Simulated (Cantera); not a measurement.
What does this Cantera script print?

```python
import numpy as np
import cantera as ct

gas = ct.Solution("h2o2.yaml")
gas.TPX = 1200, 1333, {'H2': 0.014, 'O2': 1, 'N2': 0.21}
reactor = ct.IdealGasConstPressureReactor(gas, energy="off", clone=False)
net = ct.ReactorNet([reactor])
net.rtol, net.atol = 1e-08, 1e-18
show = ['H2', 'O2', 'O', 'H', 'H2O', 'HO2']
times = np.geomspace(0.0001, 6, 11)

steps = ct.SolutionArray(gas, extra=["t"])
rows = []
print(f"{'t/s':>10s}{'T/K':>9s}{'P/Pa':>11s}" + "".join(f"{s:>11s}" for s in show))
for t in times:
    while net.time < t:
        t_next = net.step()
        steps.append(gas.state, t=t_next)
    rows.append([np.interp(t, steps.t, y) for y in (steps.T, steps.P, *steps(*show).X.T)])
    print(f"{t:10.3e}{rows[-1][0]:9.1f}{rows[-1][1]:11.4g}" + "".join(f"{x:11.3e}" for x in rows[-1][2:]))
rate = np.gradient(steps.T, steps.t)
print("integrator steps:", len(steps.t))
if steps.T.max() > steps.T[0] + 200:
    print(f"time of steepest temperature rise: {steps.t[rate.argmax()]:.4e} s")
gas.TPX = 1200, 1333, {'H2': 0.014, 'O2': 1, 'N2': 0.21}
gas.equilibrate("TP")
print(f"equilibrium (TP): T = {gas.T:.1f} K  " + "  ".join(f"{s} {gas[s].X[0]:.3e}" for s in show))
```

It prints:

```
       t/s      T/K       P/Pa         H2         O2          O          H        H2O        HO2
 1.000e-04   1200.0       1333  1.144e-02  8.170e-01  4.941e-10  4.247e-10  6.192e-11  8.593e-10
 3.005e-04   1200.0       1333  1.144e-02  8.170e-01  2.711e-09  8.453e-10  9.843e-10  2.585e-09
 9.029e-04   1200.0       1333  1.144e-02  8.170e-01  2.062e-08  3.623e-09  1.656e-08  7.807e-09
 2.713e-03   1200.0       1333  1.144e-02  8.170e-01  1.108e-06  1.684e-07  1.257e-06  2.703e-08
 8.152e-03   1200.0       1333  2.108e-03  8.089e-01  6.554e-03  1.098e-03  7.810e-03  1.599e-06
 2.449e-02   1200.0       1333  6.076e-05  8.075e-01  8.654e-03  5.773e-04  1.067e-02  9.732e-07
 7.360e-02   1200.0       1333  4.595e-05  8.096e-01  6.465e-03  3.745e-04  1.086e-02  8.629e-07
 2.212e-01   1200.0       1333  2.320e-05  8.127e-01  3.209e-03  1.318e-04  1.113e-02  6.279e-07
 6.645e-01   1200.0       1333  6.412e-06  8.150e-01  8.783e-04  1.899e-05  1.134e-02  3.167e-07
 1.997e+00   1200.0       1333  1.113e-06  8.157e-01  1.526e-04  1.381e-06  1.144e-02  1.038e-07
 6.000e+00   1200.0       1333  1.731e-07  8.159e-01  2.385e-05  8.550e-08  1.148e-02  2.531e-08
integrator steps: 1576
equilibrium (TP): T = 1200.0 K  H2 1.411e-09  O2 8.159e-01  O 1.974e-07  H 6.462e-11  H2O 1.150e-02  HO2 4.277e-09
```

Model: the H2/O2 subset of GRI-Mech 3.0, which has no nitrogen chemistry, integrated in Cantera. Radical loss at walls, strong at low pressure, is not modelled.
